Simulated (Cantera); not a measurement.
## Moist CO burnout

An isothermal, constant-pressure homogeneous reactor starts with 0.417 % CO, 0.218 % O2, 0.188 % H2O, 99.2 % N2, at 948 K and 3750 Torr.

Model: GRI-Mech 3.0 (53 species, 325 reactions), integrated in Cantera.

| t (s) | x CO | x O2 | x H2O | x NO2 | x OH | x CO2 | x NO |
|---|---|---|---|---|---|---|---|
| 0.000500 | 0.00417 | 0.00218 | 0.00188 | <1e-12 | <1e-12 | 8.73e-12 | <1e-12 |
| 0.00152 | 0.00417 | 0.00218 | 0.00188 | <1e-12 | <1e-12 | 3.44e-11 | <1e-12 |
| 0.00460 | 0.00417 | 0.00218 | 0.00188 | <1e-12 | <1e-12 | 1.39e-10 | <1e-12 |
| 0.0140 | 0.00417 | 0.00218 | 0.00188 | <1e-12 | <1e-12 | 5.76e-10 | <1e-12 |
| 0.0423 | 0.00417 | 0.00218 | 0.00188 | <1e-12 | <1e-12 | 2.99e-9 | <1e-12 |
| 0.128 | 0.00417 | 0.00218 | 0.00188 | <1e-12 | 3.26e-12 | 2.29e-8 | <1e-12 |
| 0.389 | 0.00417 | 0.00218 | 0.00188 | <1e-12 | 2.28e-11 | 3.29e-7 | <1e-12 |
| 1.18 | 0.00415 | 0.00217 | 0.00188 | <1e-12 | 5.62e-10 | 1.80e-5 | <1e-12 |
| 3.58 | 0.00396 | 0.00208 | 0.00188 | <1e-12 | 8.97e-10 | 0.000208 | <1e-12 |
| 10.9 | 0.00340 | 0.00180 | 0.00188 | 1.31e-11 | 9.55e-10 | 0.000771 | 2.45e-12 |
| 33.0 | 0.00213 | 0.00117 | 0.00188 | 1.12e-10 | 9.51e-10 | 0.00204 | 2.20e-11 |
| 100 | 0.000672 | 0.000437 | 0.00188 | 5.18e-10 | 7.56e-10 | 0.00350 | 1.12e-10 |
x: mole fraction; the columns are a selection and need not sum to one.

Equilibrium at this temperature and pressure: CO 1.78e-12, O2 9.92e-5, H2O 0.00189, NO2 1.60e-9, OH 5.35e-10, CO2 0.00417, NO 4.20e-7 (gas phase only).
